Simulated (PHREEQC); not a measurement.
Alkaline etch or developer (model solution)

Consider water at 25 °C with 1.7 mmol/kgw NH3, 0.035 mmol/kgw Na2SiO3 and 150 mmol/kgw (CH3)4NCl. Closed to the air; pH follows from the charge balance.

Computed with PHREEQC (ion-association model, phreeqc.dat).

This is a speciation only: nothing precipitates in the calculation.

Task: Estimate the pH.

Result: pH 10.26.

Task: In which forms is N present?

Result: NH3 88 %, NH4+ 12 % of the N.

Species that the database lacks are ignored. (CH3)4N+ isn't in the database: it is added as a free cation with an ion size of 4 Å.
